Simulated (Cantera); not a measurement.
What does this Cantera script print?

```python
import numpy as np
import cantera as ct

gas_names = """
    Fe FeO O O2 O3 S SO SO2 SO3 S2 S2O S8
""".split()
cond_names = """
    Fe(a) Fe(c) Fe(d) Fe(L) FeO(s) FeO(L) FeS(a) FeS(b) FeS(c) FeS(L) FeSO4(s) FeS2(s) Fe2O3(s)
    Fe2S3O12(s) Fe3O4(s) S(cr1) S(cr2) S(L)
""".split()


# ... load() reads the species with a 1 bar reference pressure and builds the phases ...
atoms = {
    'Fe2O3': {'Fe': 2, 'O': 3},
    'SO3': {'S': 1, 'O': 3},
    'O2': {'O': 2},
}
top_T = {'FeSO4(s)': 950, 'FeS2(s)': 1010, 'Fe2O3(s)': 1830, 'Fe2S3O12(s)': 1100, 'Fe3O4(s)': 1870}  # K; cautious upper limits of use, not melting points


# ... equilibrate(T, P, feed) seeds the gas with the atoms and calls Mixture.equilibrate('TP', solver="vcs", rtol=1e-11, max_steps=5000) ...
results = []
feed = {'Fe2O3': 1, 'SO3': 0.079, 'O2': 0.65}  # mol
T = 1800  # K
for P in [1000, 3000, 8800, 26000, 77000, 230000, 680000, 2000000]:
    mix = equilibrate(T, P, feed)
    results.append((T, P, feed, dict(zip(mix.species_names, mix.species_moles))))

top = {s: max(r[3][s] / sum(r[3][g] for g in gas_names) for r in results) for s in gas_names}
cols = sorted((s for s in top if top[s] > 0.001), key=lambda s: -top[s])[:5]
seen = [c for c in cond_names if any(r[3].get(c, 0) > 1e-12 for r in results)]
print("log10 of partial pressures in bar; condensed amounts in mol")
print(f"{'P/Pa':>10s}" + "".join(f"{s[:9]:>10s}" for s in cols + seen))
for T, P, feed, n in results:
    ng = sum(n[g] for g in gas_names)
    print(f"{P:10.4g}" + "".join(f"{np.log10(max(n[s] / ng * P / 1e5, 1e-99)):10.3f}" for s in cols)
          + "".join(f"{n.get(c, 0):10.4g}" for c in seen))
```

Output:

```
log10 of partial pressures in bar; condensed amounts in mol
      P/Pa        O2       SO2       SO3         O  Fe2O3(s)  Fe3O4(s)
      1000    -2.039    -3.074    -6.072    -4.934         0    0.6667
      3000    -1.562    -2.597    -5.356    -4.696         0    0.6667
      8800    -1.094    -2.130    -4.655    -4.462         0    0.6667
   2.6e+04    -0.623    -1.660    -3.950    -4.227         0    0.6667
   7.7e+04    -0.152    -1.190    -3.245    -3.991         0    0.6667
   2.3e+05     0.323    -0.718    -2.534    -3.753         0    0.6667
   6.8e+05     0.785    -0.166    -1.752    -3.522         1         0
     2e+06     1.254     0.295    -1.056    -3.288         1         0
```

Method: chemical equilibrium by Gibbs-energy minimisation in Cantera with the NASA 1993 tables (ideal gas, pure condensed phases).
